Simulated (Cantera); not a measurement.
**Equilibrium for silicon etching in halogen gases: Si + HBr + H₂**

A closed system holds: 1 mol Si, 1.1 mol HBr, 32 mol H₂, at 50.0 Pa.

Equilibrium computed with Cantera from the NASA thermochemical tables; the gas is ideal and each condensed phase is pure. Candidate condensed phases: Br₂, Si; 19 gas species. The tables' values for SiBr, SiBr₃ are old estimates; treat these amounts as uncertain. The numbers say what is thermodynamically allowed, not how fast it happens.

From 400 °C to 1300 °C the condensed part is Si(s). The main Si-bearing gas is SiBr₄ at 400 °C and SiBr₂ at 1300 °C. The share of Si in condensed phases is highest at 800 °C (95.8 %) and lowest at 400 °C (73.7 %).

```tsv
T (°C)	x H₂	x HBr	x SiBr₄	x Br	n Si(s)
400	0.990	0.00179	0.00771	4.49e-11	0.737
500	0.986	0.00765	0.00622	6.29e-9	0.785
600	0.976	0.0202	0.00298	2.47e-7	0.884
700	0.969	0.0297	0.000369	3.13e-6	0.955
800	0.968	0.0306	2.14e-5	1.86e-5	0.958
900	0.968	0.0302	1.76e-6	7.88e-5	0.951
1000	0.968	0.0296	2.08e-7	0.000265	0.944
1100	0.968	0.0288	3.25e-8	0.000741	0.940
1200	0.968	0.0276	6.07e-9	0.00177	0.937
1300	0.967	0.0258	1.23e-9	0.00368	0.933
```
x: gas mole fraction; n: condensed amount in mol.
